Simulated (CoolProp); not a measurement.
Sulfur hexafluoride at 298.15 K and 5.84 MPa is throttled through a valve to 3.6 MPa with no heat exchange. Each further row changes one setting.

Computed with CoolProp (reference Helmholtz-energy equation of state, Guder 2009).

```
case                      temperature change (K)  final phase  final density (kg/m³)
------------------------  ----------------------  -----------  ---------------------
as stated                                      ?       liquid                      ?
outlet pressure 1.08 MPa                       ?            ?                      ?
outlet pressure 4.68 MPa                       ?       liquid                      ?
```

### Question
Fill in the missing entries.

### Answer

- as stated, temperature change (K): -1.2
- as stated, final density (kg/m³): 1400
- outlet pressure 1.08 MPa, temperature change (K): -30.2
- outlet pressure 1.08 MPa, final phase: two-phase, vapour fraction 0.348
- outlet pressure 1.08 MPa, final density (kg/m³): 233
- outlet pressure 4.68 MPa, temperature change (K): -0.5
- outlet pressure 4.68 MPa, final density (kg/m³): 1420
